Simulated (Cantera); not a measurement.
An adiabatic, constant-volume homogeneous reactor starts with 5.12 % CH₄, 19.3 % O₂, 72.8 % N₂, 2.31 % H₂O, 0.492 % CO₂, equivalence ratio 0.53, at 1775 K and 11.0 bar.

Computed with Cantera and GRI-Mech 3.0 (53 species, 325 reactions).

Task: Predict: time of steepest temperature rise; temperature at 7.00 s; equilibrium temperature; x(O₂) at 7.00 s; x(H₂O) at 7.00 s; x(CO) at 7.00 s; x(HO₂) at 7.00 s.

Result: 
```json
{
  "time_of_steepest_temperature_rise": "15.6 µs",
  "temperature at 7.00 s": "2825 K",
  "equilibrium_temperature": "2825 K",
  "x(O₂) at 7.00 s": "0.0779 (gas-phase equilibrium 0.0779)",
  "x(H₂O) at 7.00 s": "0.114 (gas-phase equilibrium 0.114)",
  "x(CO) at 7.00 s": "0.00699 (gas-phase equilibrium 0.00699)",
  "x(HO₂) at 7.00 s": "3.14e-5 (gas-phase equilibrium 3.14e-5)"
}
```
